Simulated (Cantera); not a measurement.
Charge: 1 mol HI, 1.2 mol H₂, 0.72 mol H₂O, held at 3025 K and 13.3 mbar.

Method: chemical equilibrium by Gibbs-energy minimisation in Cantera with the NASA 1993 tables (ideal gas, pure condensed phases). Candidate condensed phases: H₂O, I₂; 12 gas species. Rates play no part.

Base state: H 0.548, I 0.185, H₂ 0.138, O 0.0724, OH 0.0298, H₂O 0.0221, O₂ 0.00460, HI 0.000817 (mole fractions); condensed: gas only.

Question: What changes in the equilibrium state with this change: HI replaced by CO₂?

Answer: 
```
species    before    after
-------  --------  -------
H           0.548    0.433
CO              0    0.181
O          0.0724    0.174
I           0.185        0
O₂        0.00460   0.0266
OH         0.0298   0.0567
H₂          0.138   0.0862
H₂O        0.0221   0.0333
CO₂             0  0.00935
HI       0.000817        0
```
Further candidate phases: C, C₆H₆, C₇H₈, C₈H₁₈.

Question: What changes in the equilibrium state with this change: HI replaced by PH₃?

Answer: 
```json
[
 {"species": "H", "before": "0.548", "after": "0.648"},
 {"species": "H₂", "before": "0.138", "after": "0.193"},
 {"species": "PO", "before": "0", "after": "0.0960"},
 {"species": "I", "before": "0.185", "after": "0"},
 {"species": "P", "before": "0", "after": "0.0438"},
 {"species": "O", "before": "0.0724", "after": "0.00615"},
 {"species": "OH", "before": "0.0298", "after": "0.00300"},
 {"species": "H₂O", "before": "0.0221", "after": "0.00263"},
 {"species": "P₂", "before": "0", "after": "0.00558"},
 {"species": "PO₂", "before": "0", "after": "0.000991"}
]
```
Gases not in the tables: HPO₂, HPO₃ and P₄O₆. Further candidate phases: P, P₄O₁₀.
